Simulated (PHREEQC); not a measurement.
1.1 g of hydrous ferric oxide (600 m²/g; 0.2 weak and 0.005 strong sites per Fe, Dzombak-Morel constants, diffuse double layer) in 1 kg of water with 0.1 mol/kgw of an inert sodium salt and 0.00012 mol Na2SeO4, at 25 °C; the pH is set by adding NaOH or the inert anion's acid. Oxygen is held at 0.21 atm. No CO2 enters from the air. No solid was allowed to form.

Base run: PHREEQC, ion-association model, wateq4f.dat. Each further column changes one thing. The table gives Se sorbed (%).

```
pH   base  background salt from 0.1 to 0.01 mol/kgw  oxide from 1.1 to 5.5 g/kgw
---  ----  ----------------------------------------  ---------------------------
4    99.4                                     100.0                         99.9
5    97.8                                      99.8                         99.7
5.5  93.7                                      99.2                         99.1
6.5  51.9                                      79.4                         86.9
7.5   4.4                                       9.7                         18.7
8.5   0.1                                       0.2                          0.5
9     0.0                                       0.0                          0.1
10    0.0                                       0.0                          0.0
```
